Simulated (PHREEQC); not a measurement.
Consider water at 21 °C with 0.17 mol/kgw NaHSO4, 0.00042 mol/kgw NaF and 0.0052 mol/kgw NaCl. Closed to the air; pH follows from the charge balance.

Computed with PHREEQC (ion-association model, phreeqc.dat).

Task: The ionic strength comes out as 0.292 mol/kgw. What activity coefficients do SO4-2, Na+, H+, HSO4-, F- get?

Result: SO4-2 0.26, Na+ 0.73, H+ 0.78, HSO4- 0.74, F- 0.68.

This is a speciation only: nothing precipitates in the calculation. Species that the database lacks are ignored.
